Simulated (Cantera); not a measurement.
Cantera run, input and output.

```python
import numpy as np
import cantera as ct

gas = ct.Solution("gri30.yaml")


def delay(T, t_max=10):
    gas.TPX = T, 1700000, {'C3H8': 1, 'O2': 3.33, 'N2': 12.5, 'CO2': 2}
    reactor = ct.IdealGasConstPressureReactor(gas, clone=False)
    net = ct.ReactorNet([reactor])
    net.rtol, net.atol = 1e-8, 1e-16
    while net.time < t_max:
        t_old, T_old = net.time, reactor.T
        net.step()
        if reactor.T > T + 400:  # ignition: a rise of 400 K
            return t_old + (T + 400 - T_old) / (reactor.T - T_old) * (net.time - t_old)
    return np.nan


taus = []
for T in [1075, 1150, 1225, 1300, 1375, 1450, 1525, 1600, 1675, 1750]:
    taus.append(delay(T))
    print(f"T0 = {T:6g} K   tau = {taus[-1]:.4e} s")
```

Result:

```
T0 =   1075 K   tau = 1.2108e-02 s
T0 =   1150 K   tau = 3.1544e-03 s
T0 =   1225 K   tau = 8.5303e-04 s
T0 =   1300 K   tau = 2.4798e-04 s
T0 =   1375 K   tau = 8.0814e-05 s
T0 =   1450 K   tau = 3.0299e-05 s
T0 =   1525 K   tau = 1.3128e-05 s
T0 =   1600 K   tau = 6.5069e-06 s
T0 =   1675 K   tau = 3.6275e-06 s
T0 =   1750 K   tau = 2.2334e-06 s
```

Model: GRI-Mech 3.0 (53 species, 325 reactions), integrated in Cantera. GRI-Mech 3.0 was tuned for natural gas; its chemistry of propane as a main component is partial and can be far from experiment. The pressure lies above the range GRI-Mech 3.0 was tuned for (to about 10 atm).
